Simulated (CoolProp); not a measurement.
Saturated liquid density (kg/m³) of R227EA: the reference equation beside estimates from Tc = 101.8 °C, pc = 29.25 bar, ω = 0.358. Rackett uses Z = 0.29056 − 0.08775 ω.

Model: reference Helmholtz-energy equation of state, Lemmon 2016, in CoolProp.

```json
[
 {"T (°C)": "-94.05", "reference": "1786", "Rackett": "1890", "van der Waals": "1059", "Soave-Redlich-Kwong": "1621"},
 {"T (°C)": "-88.85", "reference": "1771", "Rackett": "1874", "van der Waals": "1051", "Soave-Redlich-Kwong": "1611"},
 {"T (°C)": "-83.55", "reference": "1756", "Rackett": "1857", "van der Waals": "1043", "Soave-Redlich-Kwong": "1599"},
 {"T (°C)": "-78.35", "reference": "1741", "Rackett": "1840", "van der Waals": "1034", "Soave-Redlich-Kwong": "1588"},
 {"T (°C)": "-73.05", "reference": "1725", "Rackett": "1823", "van der Waals": "1026", "Soave-Redlich-Kwong": "1576"},
 {"T (°C)": "-67.85", "reference": "1710", "Rackett": "1806", "van der Waals": "1017", "Soave-Redlich-Kwong": "1564"},
 {"T (°C)": "-62.55", "reference": "1694", "Rackett": "1789", "van der Waals": "1009", "Soave-Redlich-Kwong": "1551"},
 {"T (°C)": "-57.35", "reference": "1678", "Rackett": "1772", "van der Waals": "999.6", "Soave-Redlich-Kwong": "1538"},
 {"T (°C)": "-52.05", "reference": "1661", "Rackett": "1754", "van der Waals": "990.4", "Soave-Redlich-Kwong": "1524"},
 {"T (°C)": "-46.85", "reference": "1645", "Rackett": "1736", "van der Waals": "981.1", "Soave-Redlich-Kwong": "1510"},
 {"T (°C)": "-41.55", "reference": "1628", "Rackett": "1717", "van der Waals": "971.5", "Soave-Redlich-Kwong": "1495"},
 {"T (°C)": "-36.35", "reference": "1611", "Rackett": "1699", "van der Waals": "961.8", "Soave-Redlich-Kwong": "1480"},
 {"T (°C)": "-31.05", "reference": "1594", "Rackett": "1680", "van der Waals": "951.8", "Soave-Redlich-Kwong": "1464"},
 {"T (°C)": "-25.85", "reference": "1577", "Rackett": "1661", "van der Waals": "941.6", "Soave-Redlich-Kwong": "1448"}
]
```

Absolute difference from the reference over all 14 rows, mean and median: Rackett 5.6 and 5.6 %, van der Waals 40.5 and 40.4 %, Soave-Redlich-Kwong 8.5 and 8.4 %.
